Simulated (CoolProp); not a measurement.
n-perfluorohexane along the isobar 0.46 MPa: fugacity coefficient from the reference equation and from simpler models built on Tc = 448.0 K, pc = 1.742 MPa, ω = 0.497; each cubic takes its own stable root.

The numbers come from the reference Helmholtz-energy equation of state, Gao 2022 in CoolProp.

| T (K) | phase | reference |
|---|---|---|
| 192.6 | liquid | 2.001e-5 |
| 197.9 | liquid | 3.918e-5 |
| 203.2 | liquid | 7.350e-5 |
| 208.4 | liquid | 0.0001312 |
| 213.7 | liquid | 0.0002285 |
| 219 | liquid | 0.0003849 |
| 224.2 | liquid | 0.0006234 |
| 229.5 | liquid | 0.0009909 |
| 234.8 | liquid | 0.001534 |
| 240 | liquid | 0.002301 |
| 245.3 | liquid | 0.003401 |
| 250.6 | liquid | 0.004922 |
| 255.8 | liquid | 0.006941 |
| 261.1 | liquid | 0.009675 |
| 266.4 | liquid | 0.01326 |
| 271.6 | liquid | 0.01778 |

Q: How far does each simpler model (van der Waals, Redlich-Kwong, Peng-Robinson) lie from the reference over these 16 states: mean and median of the absolute difference, and the worst?

A: 
- van der Waals: mean 34817.7 %, median 11055.2 %, worst +187656.1 % at 192.6 K and 0.46 MPa
- Redlich-Kwong: mean 1485.3 %, median 1074.5 %, worst +4176.4 % at 192.6 K and 0.46 MPa
- Peng-Robinson: mean 19.9 %, median 16.3 %, worst +47.7 % at 192.6 K and 0.46 MPa
